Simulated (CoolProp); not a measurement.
Computed with CoolProp (reference Helmholtz-energy equation of state, Aleksandrov 2011). It is a short technical equation, of lower accuracy than the large ones.

Task: Give the vapour pressure (kPa), liquid density (kg/m³), vapour Z of saturated n-undecane at 379.3, 423.6 K.

Result: 
| T (K) | p (kPa) | liquid density (kg/m³) | vapour Z |
|---|---|---|---|
| 379.3 | 5.75 | 674 | 0.990 |
| 423.6 | 28.7 | 639 | 0.971 |
